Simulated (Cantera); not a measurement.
Reactions in the system H-N-O-Zr

Standard-state values (1 bar) from the NASA 1993 polynomials, evaluated with Cantera. Values are per mole of reaction as written; species without (g) are pure solids or liquids, kept so even where they would boil at 1 bar. ZrN: taken at fixed stoichiometry.

2 H(g) + 2 NO(g) + 2 Zr = 2 ZrN + H2O2(g)

```
T (K)  ΔH° (kJ)  ΔS° (J/K)  ΔG° (kJ)  log10 K  condensed phases
-----  --------  ---------  --------  -------  ----------------
300     -1485.4     -416.5   -1360.5   236.87     Zr(α), ZrN(s)
2448    -1532.5     -451.9    -426.3     9.10     Zr(l), ZrN(s)
2473    -1532.4     -451.9    -415.0     8.77     Zr(l), ZrN(s)
2498    -1532.3     -451.8    -403.7     8.44     Zr(l), ZrN(s)
2523    -1532.2     -451.8    -392.4     8.12     Zr(l), ZrN(s)
2548    -1532.0     -451.7    -381.1     7.81     Zr(l), ZrN(s)
2573    -1531.9     -451.6    -369.8     7.51     Zr(l), ZrN(s)
2598    -1531.7     -451.6    -358.5     7.21     Zr(l), ZrN(s)
2623    -1531.6     -451.5    -347.2     6.91     Zr(l), ZrN(s)
2648    -1531.4     -451.5    -335.9     6.63     Zr(l), ZrN(s)
2673    -1531.2     -451.4    -324.7     6.34     Zr(l), ZrN(s)
2698    -1531.0     -451.3    -313.4     6.07     Zr(l), ZrN(s)
```
